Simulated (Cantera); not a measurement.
Mixture: H2 : O2 : N2 : CO2 = 1 : 1.02 : 3.84 : 0.0096 (molar parts), equivalence ratio 0.49, at 1.10 bar, adiabatic and at constant pressure. Ignition delay is the time to a rise of 400 K.

Cantera simulation using GRI-Mech 3.0 (53 species, 325 reactions); the numbers are that mechanism's predictions, not measurements. Below about 950 K walls govern HO2 and H2O2 in real vessels. Where the delays flatten at high temperature, the 400 K rule measures the pace of heat release, not the induction time.

Predict: delay at 925 K; delay at 1000 K; delay at 1075 K; delay at 1150 K; delay at 1225 K; delay at 1300 K; delay at 1375 K.


- delay at 925 K: 0.104 s
- delay at 1000 K: 0.319 ms
- delay at 1075 K: 0.109 ms
- delay at 1150 K: 62.4 µs
- delay at 1225 K: 42.4 µs
- delay at 1300 K: 32.1 µs
- delay at 1375 K: 26.4 µs
